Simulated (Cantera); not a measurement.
## Formation from one mole of O₂

Source: NASA polynomial tables (part measured, part estimated), evaluated in Cantera. Values are per mole of reaction as written; species without (g) are pure solids or liquids, kept so even where they would boil at 1 bar.

0.8 V + O₂(g) = 0.4 V₂O₅

| T (K) | ΔH° (kJ) | ΔS° (J/K) | ΔG° (kJ) | log10 K | condensed phases |
|---|---|---|---|---|---|
| 300 | -620.2 | -176.0 | -567.4 | 98.80 | V(s), V₂O₅(s) |
| 875 | -613.4 | -164.3 | -469.7 | 28.04 | V(s), V₂O₅(s) |
| 975 | -586.0 | -135.2 | -454.2 | 24.33 | V(s), V₂O₅(l) |
| 1075 | -584.3 | -133.6 | -440.8 | 21.42 | V(s), V₂O₅(l) |
| 1175 | -582.7 | -132.1 | -427.5 | 19.00 | V(s), V₂O₅(l) |
| 1275 | -581.2 | -130.9 | -414.3 | 16.97 | V(s), V₂O₅(l) |
| 1375 | -579.8 | -129.8 | -401.3 | 15.24 | V(s), V₂O₅(l) |
| 1475 | -578.5 | -128.9 | -388.3 | 13.75 | V(s), V₂O₅(l) |
| 1575 | -577.4 | -128.2 | -375.5 | 12.45 | V(s), V₂O₅(l) |
| 1675 | -576.3 | -127.5 | -362.7 | 11.31 | V(s), V₂O₅(l) |
| 1775 | -575.4 | -127.0 | -350.0 | 10.30 | V(s), V₂O₅(l) |
| 1875 | -574.6 | -126.5 | -337.3 | 9.40 | V(s), V₂O₅(l) |

4 Li + O₂(g) = 2 Li₂O

```
T (K)  ΔH° (kJ)  ΔS° (J/K)  ΔG° (kJ)  log10 K  condensed phases
-----  --------  ---------  --------  -------  ----------------
300     -1197.4     -245.9   -1123.7   195.65    Li(s), Li₂O(s)
875     -1211.1     -278.8    -967.2    57.74    Li(l), Li₂O(s)
975     -1209.3     -276.8    -939.4    50.33    Li(l), Li₂O(s)
1075    -1206.3     -274.7    -911.0    44.27    Li(l), Li₂O(s)
1175    -1203.4     -272.1    -883.7    39.28    Li(l), Li₂O(s)
1275    -1200.2     -269.5    -856.6    35.09    Li(l), Li₂O(s)
1375    -1196.6     -266.8    -829.8    31.52    Li(l), Li₂O(s)
1475    -1192.9     -264.1    -803.2    28.45    Li(l), Li₂O(s)
1575    -1189.0     -261.6    -777.0    25.77    Li(l), Li₂O(s)
1675    -1185.0     -259.1    -750.9    23.42    Li(l), Li₂O(s)
1775    -1181.0     -256.8    -725.1    21.34    Li(l), Li₂O(s)
1875    -1059.8     -191.0    -701.6    19.55    Li(l), Li₂O(l)
```

1.2 Ti + O₂(g) = 0.4 Ti₃O₅

| T (K) | ΔH° (kJ) | ΔS° (J/K) | ΔG° (kJ) | log10 K | condensed phases |
|---|---|---|---|---|---|
| 300 | -983.7 | -190.3 | -926.6 | 161.33 | Ti(α), Ti₃O₅(s) |
| 875 | -972.9 | -168.6 | -825.4 | 49.27 | Ti(α), Ti₃O₅(s) |
| 975 | -972.0 | -167.5 | -808.6 | 43.32 | Ti(α), Ti₃O₅(s) |
| 1075 | -971.1 | -166.7 | -791.9 | 38.48 | Ti(α), Ti₃O₅(s) |
| 1175 | -975.2 | -170.2 | -775.2 | 34.46 | Ti(β), Ti₃O₅(s) |
| 1275 | -973.4 | -168.8 | -758.2 | 31.06 | Ti(β), Ti₃O₅(s) |
| 1375 | -971.6 | -167.4 | -741.4 | 28.17 | Ti(β), Ti₃O₅(s) |
| 1475 | -969.9 | -166.2 | -724.7 | 25.67 | Ti(β), Ti₃O₅(s) |
| 1575 | -968.1 | -165.0 | -708.2 | 23.49 | Ti(β), Ti₃O₅(s) |
| 1675 | -966.3 | -163.9 | -691.7 | 21.57 | Ti(β), Ti₃O₅(s) |
| 1775 | -964.6 | -162.9 | -675.4 | 19.88 | Ti(β), Ti₃O₅(s) |
| 1875 | -962.9 | -162.0 | -659.1 | 18.36 | Ti(β), Ti₃O₅(s) |

2 H₂(g) + O₂(g) = 2 H₂O(g)

| T (K) | ΔH° (kJ) | ΔS° (J/K) | ΔG° (kJ) | log10 K |
|---|---|---|---|---|
| 300 | -483.7 | -89.0 | -457.0 | 79.57 |
| 875 | -494.0 | -108.8 | -398.9 | 23.81 |
| 975 | -495.4 | -110.3 | -387.9 | 20.78 |
| 1075 | -496.6 | -111.5 | -376.8 | 18.31 |
| 1175 | -497.7 | -112.4 | -365.6 | 16.25 |
| 1275 | -498.7 | -113.2 | -354.3 | 14.52 |
| 1375 | -499.5 | -113.8 | -343.0 | 13.03 |
| 1475 | -500.2 | -114.4 | -331.6 | 11.74 |
| 1575 | -500.9 | -114.8 | -320.1 | 10.62 |
| 1675 | -501.4 | -115.1 | -308.6 | 9.62 |
| 1775 | -501.9 | -115.4 | -297.1 | 8.74 |
| 1875 | -502.3 | -115.6 | -285.5 | 7.95 |
